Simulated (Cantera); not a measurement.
Ignition delay

Mixture: CH4 : CO : O2 : N2 = 1 : 0.72 : 3.52 : 13.2 (molar parts), at 825 Torr, adiabatic and at constant pressure. Ignition delay is the time to a rise of 400 K.

Model: GRI-Mech 3.0 (53 species, 325 reactions), integrated in Cantera.

```tsv
T0 (K)	delay (ms)
1098	202
1148	87.3
1198	39.6
1248	18.8
1298	9.34
1348	4.86
1398	2.65
1448	1.52
```

| Quantity | Result |
|---|---|
| apparent activation energy between 1348 and 1448 K | 190 kJ/mol |
